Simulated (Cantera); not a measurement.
Feed: 1 mol MgO, 0.6 mol Cl₂, 0.056 mol H₂, held at 0.220 bar.

Method: chemical equilibrium by Gibbs-energy minimisation in Cantera with the NASA 1993 tables (ideal gas, pure condensed phases). Candidate condensed phases: H₂O, Mg, MgCl₂, MgO, Mg(OH)₂; 22 gas species. The numbers say what is thermodynamically allowed, not how fast it happens. All values below are at 1227 °C.

Base state: Cl₂ 0.322, MgCl₂ 0.313, O₂ 0.156, HCl 0.137, Cl 0.0707, H₂O 0.000339, ClO 0.000322 (mole fractions); condensed: MgO(s).

Q: What changes in the equilibrium state with this change: H₂ from 0.056 to 1.5 mol?

A: 
| species | before | after |
|---|---|---|
| HCl | 0.137 | 0.497 |
| H₂ | 3.46e-9 | 0.429 |
| H₂O | 0.000339 | 0.0373 |
| Cl₂ | 0.322 | 3.40e-8 |
| O₂ | 0.156 | <1e-9 |
| Cl | 0.0707 | 2.30e-5 |
| MgCl₂ | 0.313 | 0.0373 |
| ClO | 0.000322 | <1e-9 |
| H | 2.21e-9 | 2.46e-5 |
| MgO(s), mol | 0.746 | 0.922 |
